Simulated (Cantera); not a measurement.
Source: NASA polynomial tables (part measured, part estimated), evaluated in Cantera. Values are per mole of reaction as written; species without (g) are pure solids or liquids, kept so even where they would boil at 1 bar. TiO: taken at fixed stoichiometry.

Problem. Between 2550 and 2650 K, where is each reaction favourable under standard conditions?
- H₂O(g) + Ti ⇌ TiO + 2 H(g)

Solution. 
- H₂O(g) + Ti ⇌ TiO + 2 H(g): ΔG° is -70 kJ at 2550 K and -81 kJ at 2650 K; it stays negative (K > 1). ΔH° is 215 kJ and ΔS° 112 J/K at 2650 K.
